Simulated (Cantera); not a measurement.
Mixture: CO : H2 : CH4 : O2 : N2 = 1 : 0.48 : 0.2 : 1.58 : 5.95 (molar parts), equivalence ratio 0.72, at 11300 Torr, adiabatic and at constant pressure. Ignition delay is the time to a rise of 400 K.

Cantera simulation using GRI-Mech 3.0 (53 species, 325 reactions); the numbers are that mechanism's predictions, not measurements. The pressure lies above the range GRI-Mech 3.0 was tuned for (to about 10 atm).

### Question
Predict: delay at 1075 K; delay at 1175 K; delay at 1275 K; delay at 1375 K; delay at 1475 K; apparent activation energy between 1425 and 1525 K.

### Answer
```
Property                                                Result
--------------------------------------------------  ----------
delay at 1075 K                                        1.05 ms
delay at 1175 K                                       0.152 ms
delay at 1275 K                                        34.9 µs
delay at 1375 K                                        12.3 µs
delay at 1475 K                                        5.77 µs
apparent activation energy between 1425 and 1525 K  120 kJ/mol
```
